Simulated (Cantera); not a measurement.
# Catalytic combustion on Pt

An isothermal plug-flow reactor at 975 K and 82000 Pa (inlet), inlet velocity 0.42 m/s, active area per volume 410 1/m; feed H2 : O2 : N2 : H2O = 0.025 : 0.2 : 0.79 : 0.065 (molar parts), equivalence ratio 0.062.

Detailed kinetics in Cantera: Deutschmann's 1995 Pt surface mechanism with GRI-Mech 3.0 gas chemistry. Catalytic surfaces can have several steady states; this one follows from the mechanism file's or the stated starting coverage. Mass transfer to the wall is taken as infinitely fast.

```json
[
 {"z (m)": "0.00019", "x H2": "0.00544", "x O2": "0.178", "x H2O": "0.0786", "θ free Pt": "0.174", "θ O*": "0.821", "θ OH*": "0.00481"},
 {"z (m)": "0.00033", "x H2": "0.00229", "x O2": "0.177", "x H2O": "0.0819", "θ free Pt": "0.162", "θ O*": "0.834", "θ OH*": "0.00472"},
 {"z (m)": "0.00059", "x H2": "0.000500", "x O2": "0.176", "x H2O": "0.0838", "θ free Pt": "0.155", "θ O*": "0.840", "θ OH*": "0.00467"},
 {"z (m)": "0.001", "x H2": "4.76e-5", "x O2": "0.176", "x H2O": "0.0843", "θ free Pt": "0.154", "θ O*": "0.842", "θ OH*": "0.00466"},
 {"z (m)": "0.0019", "x H2": "2.79e-7", "x O2": "0.176", "x H2O": "0.0843", "θ free Pt": "0.153", "θ O*": "0.842", "θ OH*": "0.00465"},
 {"z (m)": "0.0033", "x H2": "3.03e-10", "x O2": "0.176", "x H2O": "0.0843", "θ free Pt": "0.153", "θ O*": "0.842", "θ OH*": "0.00465"},
 {"z (m)": "0.0059", "x H2": "2.08e-10", "x O2": "0.176", "x H2O": "0.0843", "θ free Pt": "0.153", "θ O*": "0.842", "θ OH*": "0.00465"},
 {"z (m)": "0.01", "x H2": "2.07e-10", "x O2": "0.176", "x H2O": "0.0843", "θ free Pt": "0.153", "θ O*": "0.842", "θ OH*": "0.00465"},
 {"z (m)": "0.019", "x H2": "2.06e-10", "x O2": "0.176", "x H2O": "0.0843", "θ free Pt": "0.153", "θ O*": "0.842", "θ OH*": "0.00465"}
]
```
x: gas mole fraction; θ: surface coverage.
